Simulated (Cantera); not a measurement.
Feed: 1 mol SiO2, 4.8 mol HF, 45 mol H2, at 0.00280 bar.

Method: chemical equilibrium by Gibbs-energy minimisation in Cantera with the NASA 1993 tables (ideal gas, pure condensed phases). Candidate condensed phases: H2O, Si, SiO2; 38 gas species. Equilibrium is a limit: real reactors are often held back by kinetics, nucleation or transport.

Question: At 452 °C, list the 4 most abundant gas species with their mole fractions, and the condensed phases.

Answer: H2 0.915, HF 0.0471, H2O 0.0253, SiF4 0.0126. Condensed: SiO2(α-quartz).
